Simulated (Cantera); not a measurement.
An isothermal, constant-pressure homogeneous reactor starts with N2O : N2 = 1 : 8.3 (molar parts), at 1575 K and 1.00 atm. Integrator tolerance rtol = 1e-08.

Cantera simulation using GRI-Mech 3.0 (53 species, 325 reactions); the numbers are that mechanism's predictions, not measurements. GRI-Mech 3.0 was tuned for natural gas; its chemistry of N2O as a main component is partial and can be far from experiment. The temperature is held fixed by assumption; the heat of reaction is taken as removed at once.

| quantity | before | after |
|---|---|---|
| x(N2O) at 30.0 s | 2.45e-7 (gas-phase equilibrium 6.22e-8) | 1.34e-7 (gas-phase equilibrium 3.55e-8) |
| x(O) at 30.0 s | 2.13e-6 (gas-phase equilibrium 2.41e-6) | 4.12e-7 (gas-phase equilibrium 4.52e-7) |
| x(N2) at 30.0 s | 0.937 (gas-phase equilibrium 0.949) | 0.940 (gas-phase equilibrium 0.949) |
| x(NO) at 30.0 s | 0.0232 (gas-phase equilibrium 0.000938) | 0.0178 (gas-phase equilibrium 0.000515) |
| x(NO2) at 30.0 s | 4.34e-5 (gas-phase equilibrium 1.99e-6) | 5.03e-5 (gas-phase equilibrium 1.59e-6) |
| x(O2) at 30.0 s | 0.0394 (gas-phase equilibrium 0.0505) | 0.0420 (gas-phase equilibrium 0.0508) |

### Question
Name the change that produced these shifts.
A) temperature 1575 to 1100 K
B) pressure from 1.00 atm to 0.132 atm
C) temperature 1575 to 1450 K
D) N2 8.3 to 1.3 parts

### Answer
C, temperature 1575 to 1450 K
